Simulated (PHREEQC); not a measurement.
Make-up at 25 °C: 5 mmol/kgw Cu(NO3)2, 0.087 mmol/kgw H2SO4 and 0.038 mmol/kgw H3BO3. Closed to the air; pH follows from the charge balance.

Model: ion-association model, phreeqc.dat, run in PHREEQC.

No solid was allowed to form.

Q: Order these S species by the share of S that they hold, largest first: SO4-2, CuSO4, HSO4-.

A: SO4-2 (71 %), CuSO4 (28 %), HSO4- (0.76 %)

The pH is 3.81 and the ionic strength 0.0152 mol/kgw.
